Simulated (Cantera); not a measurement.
## Low-pressure radical oxidation in H2/O2

An isothermal, constant-pressure homogeneous reactor starts with 1.09 % H₂, 98.9 % O₂, equivalence ratio 0.0055, at 1300 K and 0.0150 bar.

Detailed kinetics in Cantera: GRI-Mech 3.0 (53 species, 325 reactions). Radical loss at walls, strong at low pressure, is not modelled.

| t (s) | x H₂ | x O₂ | x H₂O₂ | x H₂O | x H |
|---|---|---|---|---|---|
| 1.00e-5 | 0.0109 | 0.989 | <1e-12 | 1.69e-12 | 5.25e-10 |
| 3.39e-5 | 0.0109 | 0.989 | <1e-12 | 5.26e-11 | 1.22e-9 |
| 0.000115 | 0.0109 | 0.989 | <1e-12 | 1.21e-9 | 2.17e-9 |
| 0.000389 | 0.0109 | 0.989 | 1.04e-11 | 2.34e-8 | 6.18e-9 |
| 0.00132 | 0.0109 | 0.989 | 1.10e-10 | 1.09e-6 | 1.15e-7 |
| 0.00447 | 0.00441 | 0.983 | 5.71e-8 | 0.00509 | 0.000527 |
| 0.0152 | 4.65e-5 | 0.979 | 1.78e-8 | 0.0101 | 0.000386 |
| 0.0514 | 3.96e-5 | 0.981 | 1.72e-8 | 0.0102 | 0.000301 |
| 0.174 | 2.47e-5 | 0.984 | 1.54e-8 | 0.0104 | 0.000145 |
| 0.590 | 8.20e-6 | 0.987 | 1.06e-8 | 0.0107 | 2.73e-5 |
| 2.00 | 1.42e-6 | 0.989 | 4.35e-9 | 0.0108 | 1.94e-6 |
x: mole fraction; the columns are a selection and need not sum to one.

Equilibrium at this temperature and pressure: H₂ 7.84e-9, O₂ 0.989, H₂O₂ 7.30e-11, H₂O 0.0109, H 8.05e-10 (gas phase only).
